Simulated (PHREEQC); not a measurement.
2 g of hydrous ferric oxide (600 m²/g; 0.2 weak and 0.005 strong sites per Fe, Dzombak-Morel constants, diffuse double layer) in 1 kg of water with 0.005 mol/kgw of an inert sodium salt and 3.7e-05 mol/kgw ZnCl2 and 1e-05 mol/kgw MnCl2, at 25 °C; the pH is set by adding NaOH or the inert anion's acid. No oxygen is let in. CO2 from the air is kept out. Precipitation was switched off in this run.

All values are PHREEQC results (ion-association model, wateq4f.dat), not measurements.

```tsv
pH	Zn sorbed (%)	Mn sorbed (%)	surface charge σ (C/m²)	surface potential ψ (mV)
4	0.2	0.0	0.193	191
4.5	1.6	0.1	0.138	175
5	10.8	0.5	0.094	157
5.5	45.0	3.2	0.062	137
6	84.6	18.1	0.039	114
6.5	97.7	62.7	0.023	89
7	99.7	93.5	0.013	63
7.5	100.0	99.2	0.006	[?]
8	100.0	[?]	[?]	7
8.5	100.0	100.0	[?]	-21
9	100.0	100.0	-0.009	-49
9.5	100.0	100.0	[?]	-76
10	100.0	100.0	-0.030	-102
```

### Question
Some entries are withheld; supply them.

### Answer

- 7.5, surface potential ψ (mV): 35
- 8, Mn sorbed (%): 99.9
- 8, surface charge σ (C/m²): 0.001
- 8.5, surface charge σ (C/m²): -0.004
- 9.5, surface charge σ (C/m²): -0.018
